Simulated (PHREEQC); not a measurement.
4.3 g of hydrous ferric oxide (600 m²/g; 0.2 weak and 0.005 strong sites per Fe, Dzombak-Morel constants, diffuse double layer) in 1 kg of water with 0.3 mol/kgw of an inert sodium salt and 0.0059 mol/kgw NaF and 0.001 mol/kgw MnCl2, at 25 °C; the pH is set by adding NaOH or the inert anion's acid. The system is closed to oxygen. No CO2 enters from the air. Nothing may precipitate in this run.

The series has 13 steps of pH, from 4 to 12.

The numbers come from PHREEQC with the ion-association model, wateq4f.dat.

Question: Near which pH is half of the F sorbed, and on which side is more sorbed?

Answer: Near pH 6.3, with more sorbed at lower pH.

Question: Near which pH is half of the Mn sorbed, and on which side is more sorbed?

Answer: Near pH 6.8, with more sorbed at higher pH.
